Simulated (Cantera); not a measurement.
Charge: 1 mol Ca(OH)2, 0.84 mol H2O, 0.026 mol H2, at 1748 K and 37.0 Pa.

Method: chemical equilibrium by Gibbs-energy minimisation in Cantera with the NASA 1993 tables (ideal gas, pure condensed phases). Equilibrium is a limit: real reactors are often held back by kinetics, nucleation or transport.

| species | before | after |
|---|---|---|
| H2 | 0.0244 | 0.785 |
| H2O | 0.965 | 0.205 |
| H | 0.00185 | 0.0105 |
| Ca | 7.20e-8 | 1.09e-5 |
| O2 | 0.00453 | 1.96e-7 |
| O | 0.000257 | 1.69e-6 |
| OH | 0.00428 | 0.000160 |
| Ca(OH)2 | 1.03e-5 | 2.19e-6 |
| CaO(s), mol | 1.000 | 1.000 |
Gas species are given as mole fractions.

Task: Name the change that produced these shifts.
(A) H2 from 0.026 to 7.1 mol
(B) H2 from 0.026 to 0.011 mol
(C) temperature from 1748 K to 573 K
(D) temperature from 1748 K to 2175 K

Result: A, H2 from 0.026 to 7.1 mol
